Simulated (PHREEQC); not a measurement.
Brine (model solution)

Consider water at 25 °C with 1.4 mol NaOH, 0.0027 mol Na2B4O7 and 2 mol KBr per kg of water. Closed to the air; pH follows from the charge balance.

Model: Pitzer model, pitzer.dat, run in PHREEQC.

```
Quantity                   Result
-------------------  ------------
pH                          14.06
ionic strength       3.40 mol/kgw
activity of water           0.884
density               1.200 g/cm³
osmotic coefficient         1.007
total alkalinity      1400 meq/kg
```

| species | molality | activity | log γ |
|---|---|---|---|
| Br- | 2.00 | 1.15 | -0.241 |
| K+ | 2.00 | 1.35 | -0.170 |
| Na+ | 1.41 | 0.987 | -0.153 |
| OH- | 1.40 | 1.03 | -0.131 |
| B(OH)4- | 0.0108 | 0.00473 | -0.358 |
| B(OH)3 | 1.85e-7 | 8.06e-8 | -0.362 |

This is a speciation only: nothing precipitates in the calculation. In brines, pH and single-ion activities rest on the MacInnes convention.
